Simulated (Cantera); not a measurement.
Feed: 1 mol FeS, 3.5 mol H2, 4.4 mol N2, equilibrated at 1402 °C and 0.390 bar.

Equilibrium computed with Cantera from the NASA thermochemical tables; the gas is ideal and each condensed phase is pure. Candidate condensed phases: Fe, FeS, FeS2, S; 16 gas species. Metal and sulfide melt together well below either melting point, which pure phases cannot show. Mutual solubility and eutectic melting of coexisting phases are not modelled. FeS: taken at fixed stoichiometry. Rates play no part.

Base state: N2 0.557, H2 0.434, H2S 0.00841, SH 0.000363, S2 0.000333, H 0.000122, Fe 1.06e-5 (mole fractions); condensed: Fe(δ) + FeS(l).

Task: What changes in the equilibrium state with this change: FeS replaced by ZrO2?

Result: 
| species | before | after |
|---|---|---|
| N2 | 0.557 | 0.557 |
| H2 | 0.434 | 0.443 |
| H | 0.000122 | 0.000124 |
| H2S | 0.00841 | 0 |
| SH | 0.000363 | 0 |
| Fe | 1.06e-5 | 0 |
| S2 | 0.000333 | 0 |
| H2O | 0 | 2.13e-5 |
| Fe(δ), mol | 0.0746 | 0 |
| FeS(l), mol | 0.925 | 0 |
| ZrO2(tetragonal), mol | 0 | 1.000 |
Further candidate phases: H2O, Zr, ZrN, ZrO2.

Task: What changes in the equilibrium state with this change: FeS replaced by Cr2O3?

Result: 
```tsv
species	before	after
N2	0.557	0.557
H2	0.434	0.441
H2O	0	0.00154
H2S	0.00841	0
Cr	0	3.58e-5
Fe	1.06e-5	0
SH	0.000363	0
S2	0.000333	0
H	0.000122	0.000124
Fe(δ), mol	0.0746	0
FeS(l), mol	0.925	0
Cr(s), mol	0	0.00784
Cr2O3(s), mol	0	0.996
```
Further candidate phases: Cr, CrN, Cr2N, Cr2O3, H2O.

Task: What changes in the equilibrium state with this change: temperature from 1402 °C to 927 °C?

Result: 
| species | before | after |
|---|---|---|
| N2 | 0.557 | 0.557 |
| H2 | 0.434 | 0.441 |
| H2S | 0.00841 | 0.00186 |
| SH | 0.000363 | 7.36e-7 |
| Fe | 1.06e-5 | <1e-9 |
| S2 | 0.000333 | 9.21e-8 |
| H | 0.000122 | 2.10e-7 |
| NH3 | 3.21e-6 | 1.63e-5 |
| Fe(δ), mol | 0.0746 | 0 |
| FeS(l), mol | 0.925 | 0 |
| Fe(γ), mol | 0 | 0.0147 |
| FeS(s), mol | 0 | 0.985 |
